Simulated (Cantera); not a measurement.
Cu + F2 + H2 (aluminium and copper etching)

Charge: 1 mol Cu, 5.8 mol F2, 0.25 mol H2, held at 7.50 Torr.

Cantera equilibrium calculation (NASA polynomials, part measured and part estimated; ideal gas, pure solids and liquids). Candidate condensed phases: Cu, CuF2; 15 gas species. Equilibrium is a limit: real reactors are often held back by kinetics, nucleation or transport.

```tsv
T (K)	x F2	x F	x HF	x CuF2	n CuF2(s)	n CuF2(l)
448	0.901	5.52e-6	0.0990	<1e-12	1.00	0
523	0.901	0.000123	0.0990	<1e-12	1.00	0
598	0.900	0.00126	0.0989	<1e-12	1.00	0
673	0.894	0.00777	0.0986	3.25e-10	1.00	0
748	0.870	0.0330	0.0974	3.56e-8	1.00	0
823	0.801	0.105	0.0938	1.60e-6	1.000	0
898	0.656	0.258	0.0862	3.71e-5	1.000	0
973	0.434	0.491	0.0747	0.000515	0.997	0
1048	0.215	0.717	0.0630	0.00481	0.962	0
1123	0.0819	0.833	0.0548	0.0303	0	0.723
1198	0.0266	0.828	0.0484	0.0969	0	0
1273	0.0104	0.847	0.0477	0.0953	0	0
1348	0.00442	0.853	0.0474	0.0948	0	0
1423	0.00203	0.856	0.0473	0.0945	0	0
```
x: gas mole fraction; n: condensed amount in mol.

From 448 K to 1048 K the condensed part is CuF2(s). At 1123 K the condensed part is CuF2(l). From 1198 K to 1423 K nothing is condensed.
